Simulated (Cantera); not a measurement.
An adiabatic, constant-volume homogeneous reactor starts with C3H8 : O2 : N2 = 1 : 8.33 : 31.3 (molar parts), equivalence ratio 0.60, at 1425 K and 0.474 atm.

Cantera simulation using GRI-Mech 3.0 (53 species, 325 reactions); the numbers are that mechanism's predictions, not measurements. GRI-Mech 3.0 was tuned for natural gas; its chemistry of propane as a main component is partial and can be far from experiment.

x: mole fraction; the columns are a selection and need not sum to one.

| t (s) | T (K) | P (bar) | x C3H8 | x O2 | x CH2 | x C2H2 | x CO | x C2H |
|---|---|---|---|---|---|---|---|---|
| 6.00e-6 | 1424 | 0.480 | 0.0245 | 0.205 | 2.44e-9 | 1.01e-9 | 7.16e-8 | <1e-12 |
| 1.26e-5 | 1423 | 0.479 | 0.0243 | 0.205 | 1.16e-8 | 1.20e-8 | 7.14e-7 | <1e-12 |
| 2.64e-5 | 1421 | 0.479 | 0.0239 | 0.205 | [?] | [?] | [?] | <1e-12 |
| 5.53e-5 | 1419 | 0.479 | 0.0225 | 0.204 | 1.77e-7 | 1.50e-6 | 7.85e-5 | 5.47e-12 |
| 0.000116 | 1425 | 0.483 | 0.0188 | 0.201 | 3.97e-7 | 1.42e-5 | 0.000622 | 9.50e-11 |
| 0.000243 | 2209 | 0.800 | <1e-12 | 0.0900 | 1.53e-10 | 5.18e-12 | 0.0431 | <1e-12 |
| 0.000510 | 2565 | 0.909 | <1e-12 | 0.0806 | <1e-12 | <1e-12 | 0.0201 | <1e-12 |
| 0.00107 | 2655 | 0.936 | <1e-12 | 0.0791 | <1e-12 | <1e-12 | 0.0163 | <1e-12 |
| 0.00224 | 2652 | 0.934 | <1e-12 | 0.0773 | <1e-12 | <1e-12 | 0.0161 | <1e-12 |
| 0.00470 | 2645 | 0.931 | <1e-12 | 0.0750 | <1e-12 | <1e-12 | 0.0159 | <1e-12 |
| 0.00986 | 2640 | 0.929 | <1e-12 | 0.0732 | <1e-12 | <1e-12 | 0.0157 | <1e-12 |
| 0.0207 | 2639 | 0.929 | <1e-12 | 0.0728 | <1e-12 | <1e-12 | 0.0157 | <1e-12 |
| 0.0434 | 2639 | 0.929 | <1e-12 | 0.0728 | <1e-12 | <1e-12 | 0.0157 | <1e-12 |
| 0.0910 | 2639 | 0.929 | <1e-12 | 0.0728 | <1e-12 | <1e-12 | 0.0157 | <1e-12 |
| 0.191 | 2639 | 0.929 | <1e-12 | 0.0728 | <1e-12 | <1e-12 | 0.0157 | <1e-12 |
| 0.400 | 2639 | 0.929 | <1e-12 | 0.0728 | <1e-12 | <1e-12 | 0.0157 | <1e-12 |

Question: Fill in the missing entries.

Answer: 
- 2.64e-5, x CH2: 5.87e-8
- 2.64e-5, x C2H2: 1.36e-7
- 2.64e-5, x CO: 7.60e-6
